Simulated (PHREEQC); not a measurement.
## Metal-bearing waste water (model solution)

Solution (33 °C): 0.011 mol MnSO4, 0.00011 mol CuCl2 and 0.0034 mol NaCl per kg of water. Closed to the air; pH follows from the charge balance.

Equilibrium calculation in PHREEQC: ion-association model, wateq4f.dat.

| Quantity | Result |
|---|---|
| pH | 5.91 |
| ionic strength | 0.0345 mol/kgw |

```tsv
species	molality	activity	log γ
Mn+2	0.00772	0.00404	-0.281
SO4-2	0.00768	0.00389	-0.295
Cl-	0.00356	0.00297	-0.079
Na+	0.00333	0.00281	-0.075
MnSO4	0.00322	0.00325	0.003
Cu+2	7.53e-5	3.94e-5	-0.281
NaSO4-	6.79e-5	5.75e-5	-0.072
MnCl+	5.80e-5	4.90e-5	-0.074
```

Precipitation was switched off in this run. Saturation is exceeded, for instance for Tenorite (slow to form); the values hold only as long as no solid forms.
